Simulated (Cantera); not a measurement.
An adiabatic, constant-volume homogeneous reactor starts with 24.2 % CH₃OH, 6.78 % O₂, 62.0 % N₂, 7.02 % H₂O, equivalence ratio 5.4, at 1725 K and 600 Torr.

Detailed kinetics in Cantera: GRI-Mech 3.0 (53 species, 325 reactions). GRI-Mech 3.0 was tuned for natural gas; its chemistry of methanol as a main component is partial and can be far from experiment.

Task: Predict: time of steepest temperature rise; temperature at 8.00 s; equilibrium temperature; x(O₂) at 8.00 s; x(H₂O) at 8.00 s; x(CO₂) at 8.00 s; x(O) at 8.00 s.

Result: 
```
Item                                                                 Value
---------------------------------  ---------------------------------------
time of steepest temperature rise                                  26.0 µs
temperature at 8.00 s                                               2093 K
equilibrium temperature                                             2093 K
x(O₂) at 8.00 s                    5.77e-8 (gas-phase equilibrium 5.77e-8)
x(H₂O) at 8.00 s                       0.129 (gas-phase equilibrium 0.129)
x(CO₂) at 8.00 s                     0.0157 (gas-phase equilibrium 0.0157)
x(O) at 8.00 s                     2.72e-7 (gas-phase equilibrium 2.72e-7)
```
